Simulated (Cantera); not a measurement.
An adiabatic, constant-volume homogeneous reactor starts with CH4 : C2H6 : O2 : N2 = 1 : 0.047 : 2.33 : 8.75 (molar parts), at 1323 K and 0.380 bar.

Cantera simulation using GRI-Mech 3.0 (53 species, 325 reactions); the numbers are that mechanism's predictions, not measurements.

Problem. Predict: time of steepest temperature rise; temperature at 1.00 s; equilibrium temperature; x(O2) at 1.00 s; x(NO) at 1.00 s.

Solution. 
```
Property                                                          Result
---------------------------------  -------------------------------------
time of steepest temperature rise                                5.37 ms
temperature at 1.00 s                                             2754 K
equilibrium temperature                                           2754 K
x(O2) at 1.00 s                    0.0277 (gas-phase equilibrium 0.0277)
x(NO) at 1.00 s                    0.0117 (gas-phase equilibrium 0.0117)
```
